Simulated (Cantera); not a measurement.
Input (Python, Cantera) and output of one run.

```python
import numpy as np
import cantera as ct

gas_names = """
    C CH CH2 CH3 CH2OH CH3O CH4 CH3OH CO CO2 COOH C2 C2H CHCO,ketyl C2H2,acetylene C2H2,vinylidene
    CH2CO,ketene C2H3,vinyl CH3CO,acetyl C2H4 C2H4O,ethylen CH3CHO,ethanal CH3COOH (HCOOH)2 C2H5 C2H6
    CH3OCH3 C2H5OH C2O C3 C3H3,propargyl C3H4,allene C3H4,propyne C3H4,cyclo- C3H5,allyl C3H6,propylene
    C3H6,cyclo- C3H6O C3H7,n-propyl C3H7,i-propyl C3H8 C3H8O,1propanol C3H8O,2propanol C3O2 C4 C4H2
    C4H4,1,3-cyclo- C4H6,butadiene C4H6,2-butyne C4H6,cyclo- C4H8,1-butene C4H8,cis2-buten
    C4H8,tr2-butene C4H8,isobutene C4H8,cyclo- (CH3COOH)2 C4H9,n-butyl C4H9,i-butyl C4H9,s-butyl
    C4H9,t-butyl C4H10,isobutane C4H10,n-butane C5 C5H6,1,3cyclo- C5H8,cyclo- C5H10,1-pentene
    C5H10,cyclo- C5H11,pentyl C5H11,t-pentyl C5H12,n-pentane C5H12,i-pentane CH3C(CH3)2CH3 C6H2
    C6H5,phenyl C6H5O,phenoxy C6H6 C6H5OH,phenol C6H10,cyclo- C6H12,1-hexene C6H12,cyclo- C6H13,n-hexyl
    C7H7,benzyl C7H8 C7H8O,cresol C7H14,1-heptene C7H15,n-heptyl C7H16,n-heptane C8H8,styrene
    C8H10,ethylbenz C8H16,1-octene C8H17,n-octyl C8H18,isooctane C8H18,n-octane C9H19,n-nonyl
    C10H8,naphthale C10H21,n-decyl C12H9,o-bipheny C12H10,bipheny H HCO HO2 H2 HCHO,formaldehy HCOOH H2O
    H2O2 O OH O2 O3
""".split()
cond_names = """
    C(gr) C6H6(L) C7H8(L) C8H18(L),n-octa H2O(s) H2O(L)
""".split()


def load(file, names, dense=False):
    # The tables refer to 1 bar. Condensed volumes are neglected.
    table = {s.name: s for s in ct.Species.list_from_file(file)}
    out = []
    for n in names:
        d = dict(table[n].input_data)
        d["thermo"] = dict(d["thermo"], **{"reference-pressure": 1e5})
        if dense:
            d["equation-of-state"] = {"model": "constant-volume", "density": "1e6 g/cm^3"}
        out.append(ct.Species.from_dict(d))
    return out


gas = ct.Solution(thermo="ideal-gas", species=load("nasa_gas.yaml", gas_names))
cond = {s.name: ct.Solution(thermo="fixed-stoichiometry", species=[s], name=s.name)
        for s in load("nasa_condensed.yaml", cond_names, dense=True)}
atoms = {
    'C6H6': {'C': 6, 'H': 6},
    'H2O': {'H': 2, 'O': 1},
    'H2': {'H': 2},
}
top_T = {'C(gr)': 4500}  # K; cautious upper limits of use, not melting points


def equilibrate(T, P, feed):
    n = {}
    for name, mol in feed.items():
        for a, k in atoms[name].items():
            n[a] = n.get(a, 0.0) + k * mol
    gas.TPX = T, P, n
    mass = sum(n.values()) * gas.mean_molecular_weight
    gas.equilibrate("TP")
    valid = [c for c in cond.values() if c.min_temp <= T <= top_T.get(c.name, c.max_temp)]
    mix = ct.Mixture([(gas, mass / gas.mean_molecular_weight)] + [(c, 0.0) for c in valid])
    mix.T, mix.P = T, P
    mix.equilibrate("TP", solver="vcs", rtol=1e-11, max_steps=5000)
    return mix


results = []
feed = {'C6H6': 1, 'H2O': 0.11, 'H2': 2.7}  # mol
T = 2648  # K
for P in [10, 46, 220, 1000, 4600, 22000, 100000, 460000, 2200000, 10000000]:
    mix = equilibrate(T, P, feed)
    results.append((T, P, feed, dict(zip(mix.species_names, mix.species_moles))))
    x = sorted(zip(gas.X, gas.species_names), reverse=True)
    print(f"T = {T:g} K  P = {P:g} Pa  gas = {mix.phase_moles(0):.4g} mol")
    print("   x: " + "  ".join(f"{s} {v:.3e}" for v, s in x if v > 1e-05))
    print("   condensed (mol): " + ("  ".join(f"{mix.phase(i).name} {mix.phase_moles(i):.4g}"
          for i in range(1, mix.n_phases) if mix.phase_moles(i) > 1e-12) or "none"))
```

Result:

```
T = 2648 K  P = 10 Pa  gas = 11.99 mol
   x: H 8.923e-01  C3 4.353e-02  H2 3.681e-02  C 1.135e-02  CO 9.174e-03  C2 4.126e-03  C2H 1.677e-03  C2H2,acetylene 7.171e-04  C5 2.381e-04  C4 4.748e-05  CH 1.889e-05
   condensed (mol): C(gr) 4.015
T = 2648 K  P = 46 Pa  gas = 10.33 mol
   x: H 8.267e-01  H2 1.454e-01  CO 1.065e-02  C3 9.462e-03  C2H2,acetylene 2.831e-03  C 2.468e-03  C2H 1.554e-03  C2 8.969e-04  C5 5.176e-05  C4H2 2.288e-05  CH 1.750e-05  C4 1.032e-05
   condensed (mol): C(gr) 5.458
T = 2648 K  P = 220 Pa  gas = 8.524 mol
   x: H 6.044e-01  H2 3.716e-01  CO 1.291e-02  C2H2,acetylene 7.238e-03  C3 1.978e-03  C2H 1.136e-03  C 5.159e-04  C2 1.875e-04  C4H2 5.850e-05  CH 1.280e-05  C5 1.082e-05
   condensed (mol): C(gr) 5.686
T = 2648 K  P = 1000 Pa  gas = 7.24 mol
   x: H2 6.087e-01  H 3.628e-01  CO 1.519e-02  C2H2,acetylene 1.186e-02  C2H 6.819e-04  C3 4.353e-04  C 1.135e-04  C4H2 9.583e-05  C2 4.126e-05  C2H2,vinylidene 1.481e-05
   condensed (mol): C(gr) 5.694
T = 2648 K  P = 4600 Pa  gas = 6.547 mol
   x: H2 7.764e-01  H 1.911e-01  CO 1.680e-02  C2H2,acetylene 1.512e-02  C2H 3.590e-04  C4H2 1.222e-04  C3 9.462e-05  C 2.468e-05  C2H2,vinylidene 1.889e-05  CH3 1.420e-05
   condensed (mol): C(gr) 5.681
T = 2648 K  P = 22000 Pa  gas = 6.208 mol
   x: H2 8.723e-01  H 9.260e-02  CO 1.772e-02  C2H2,acetylene 1.699e-02  C2H 1.740e-04  C4H2 1.373e-04  CH3 3.699e-05  C2H2,vinylidene 2.122e-05  CH4 2.007e-05  C3 1.978e-05
   condensed (mol): C(gr) 5.672
T = 2648 K  P = 100000 Pa  gas = 6.054 mol
   x: H2 9.189e-01  H 4.458e-02  CO 1.817e-02  C2H2,acetylene 1.790e-02  C4H2 1.447e-04  CH4 1.013e-04  CH3 8.527e-05  C2H 8.378e-05  C2H2,vinylidene 2.236e-05
   condensed (mol): C(gr) 5.667
T = 2648 K  P = 460000 Pa  gas = 5.979 mol
   x: H2 9.413e-01  H 2.104e-02  CO 1.840e-02  C2H2,acetylene 1.834e-02  CH4 4.887e-04  CH3 1.896e-04  C4H2 1.482e-04  C2H 3.953e-05  C2H4 3.519e-05  C2H2,vinylidene 2.290e-05
   condensed (mol): C(gr) 5.662
T = 2648 K  P = 2.2e+06 Pa  gas = 5.932 mol
   x: H2 9.501e-01  CO 1.854e-02  C2H2,acetylene 1.851e-02  H 9.664e-03  CH4 2.381e-03  CH3 4.205e-04  C2H4 1.715e-04  C4H2 1.496e-04  C2H2,vinylidene 2.311e-05  C3H3,propargyl 2.159e-05  C2H3,vinyl 1.836e-05  C2H 1.816e-05  C3H4,propyne 1.225e-05
   condensed (mol): C(gr) 5.647
T = 2648 K  P = 1e+07 Pa  gas = 5.862 mol
   x: H2 9.455e-01  CO 1.873e-02  C2H2,acetylene 1.842e-02  CH4 1.072e-02  H 4.522e-03  CH3 8.901e-04  C2H4 7.719e-04  C4H2 1.489e-04  C3H4,propyne 5.516e-05  C3H3,propargyl 4.569e-05  C2H3,vinyl 3.886e-05  H2O 3.050e-05  C3H4,allene 2.440e-05  C2H2,vinylidene 2.300e-05
   condensed (mol): C(gr) 5.59
```

Method: chemical equilibrium by Gibbs-energy minimisation in Cantera with the NASA 1993 tables (ideal gas, pure condensed phases). The ideal-gas law is rough above about 30 bar.
